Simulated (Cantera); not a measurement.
Gas mixture: NO = 0.11 (molar parts), at 53.3 Torr, frozen composition.

Cantera's kinetic-theory transport with the Lennard-Jones parameters of GRI-Mech 3.0, ideal gas; thermal conductivity in the mixture-averaged form. The composition is frozen, though it would react at the higher temperatures.

One state of this run: ρ (kg/m³) = 0.0466; cp (J/kg/K) = 1028; μ (µPa s) = 28.9; λ (mW/m/K) = 42.0; Pr = 0.707; D (cm²/s) H2O = 10.1; D (cm²/s) NO = 1670; D (cm²/s) H2 = 30.8. D: mixture-averaged diffusion coefficient of that species in the mixture.

Q: Which value of T (K) does it belong to?
A. 550
B. 850
C. 400
D. 700

A: A, 550
